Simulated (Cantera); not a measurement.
An isothermal, constant-pressure homogeneous reactor starts with 0.621 % CO, 3.63 % O₂, 0.210 % H₂O, 95.5 % N₂, at 1073 K and 3000 Torr.

Cantera simulation using GRI-Mech 3.0 (53 species, 325 reactions); the numbers are that mechanism's predictions, not measurements.

One state of this run: x CO = 0.000202; x O₂ = 0.0334; x H₂O = 0.00211; x H₂O₂ = 9.24e-9; x N₂O = 1.21e-6; x NO = 3.07e-9; x H = 2.77e-10. x: mole fraction; the columns are a selection and need not sum to one.

Which value of t (s) does it belong to?
A) 0.0775
B) 0.000214
C) 0.0109
D) 3.94

D, 3.94
